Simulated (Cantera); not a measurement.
Feed: 1 mol Al(CH3)3, 13 mol O2, 51 mol H2, 0.26 mol H2O, equilibrated at 2175 K and 0.00133 bar.

Cantera equilibrium calculation (NASA polynomials, part measured and part estimated; ideal gas, pure solids and liquids). Candidate condensed phases: Al, Al2O3, C, C6H6, C7H8, C8H18, H2O; 121 gas species. The feed counts by its element totals alone. The tables' values for AlOH are old estimates; treat these amounts as uncertain. The numbers say what is thermodynamically allowed, not how fast it happens.

Base state: H2 0.511, H2O 0.335, H 0.0956, CO 0.0429, OH 0.00841, CO2 0.00541, O 0.00110, O2 0.000306 (mole fractions); condensed: Al2O3(s).

Problem. What changes in the equilibrium state with this change: temperature from 2175 K to 1748 K?

Solution. 
| species | before | after |
|---|---|---|
| H2 | 0.511 | 0.582 |
| H2O | 0.335 | 0.362 |
| CO | 0.0429 | 0.0435 |
| H | 0.0956 | 0.00478 |
| AlO2H | 4.55e-5 | 7.34e-8 |
| O2 | 0.000306 | 3.10e-7 |
| O | 0.00110 | 1.12e-6 |
| Al2O3(s), mol | 0.498 | 0.500 |
